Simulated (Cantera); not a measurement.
Gas mixture: 49.6 % H2, 50.4 % CH4, at 5.00 bar, frozen composition.

Cantera's kinetic-theory transport with the Lennard-Jones parameters of GRI-Mech 3.0, ideal gas; thermal conductivity in the mixture-averaged form. The composition is frozen, though it would react at the higher temperatures.

D: mixture-averaged diffusion coefficient of that species in the mixture.

```
T (K)  ρ (kg/m³)  cp (J/kg/K)  μ (µPa s)  λ (mW/m/K)     Pr  D (cm²/s) H2  D (cm²/s) NO  D (cm²/s) N2
-----  ---------  -----------  ---------  ----------  -----  ------------  ------------  ------------
400         1.37         3848          …         111  0.500         0.245         0.115         0.116
550        0.993         4352          …         151  0.524         0.419         0.199         0.201
700        0.780         4857          …         192  0.544         0.627         0.300         0.303
850        0.642         5315          …         233  0.560         0.867         0.415         0.420
1000       0.546         5732          …         273  0.572          1.14         0.545         0.551
1150       0.475         6098          …         314  0.581          1.43         0.688         0.695
```

Question: Some entries are withheld; supply them.

Answer: 
- 400, μ (µPa s): 14.4
- 550, μ (µPa s): 18.2
- 700, μ (µPa s): 21.5
- 850, μ (µPa s): 24.5
- 1000, μ (µPa s): 27.3
- 1150, μ (µPa s): 29.9
